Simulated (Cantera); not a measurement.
Charge: 1 mol SiCl4, 7.5 mol H2, at 1623.15 K and 750 Torr.

Cantera equilibrium calculation (NASA polynomials, part measured and part estimated; ideal gas, pure solids and liquids). Candidate condensed phases: Si; 19 gas species. The tables' values for SiCl3 are old estimates; treat these amounts as uncertain. Rates play no part.

Base state: H2 0.720, HCl 0.172, SiCl2 0.0730, SiCl3 0.0177, SiCl4 0.0100, SiHCl3 0.00653, SiH2Cl2 0.000717, H 5.87e-5 (mole fractions); condensed: gas only.

### Question
What changes in the equilibrium state with this change: SiCl4 replaced by Si2H6?

### Answer
```json
[
 {"species": "H2", "before": "0.720", "after": "1.000"},
 {"species": "H", "before": "5.87e-5", "after": "6.92e-5"},
 {"species": "HCl", "before": "0.172", "after": "0"},
 {"species": "SiCl2", "before": "0.0730", "after": "0"},
 {"species": "SiCl3", "before": "0.0177", "after": "0"},
 {"species": "SiCl4", "before": "0.0100", "after": "0"},
 {"species": "SiHCl3", "before": "0.00653", "after": "0"},
 {"species": "SiH2Cl2", "before": "0.000717", "after": "0"},
 {"species": "SiH3Cl", "before": "2.36e-5", "after": "0"},
 {"species": "Cl", "before": "1.10e-5", "after": "0"},
 {"species": "Si(s), mol", "before": "0", "after": "2.00"}
]
```
The feed counts by its element totals alone.
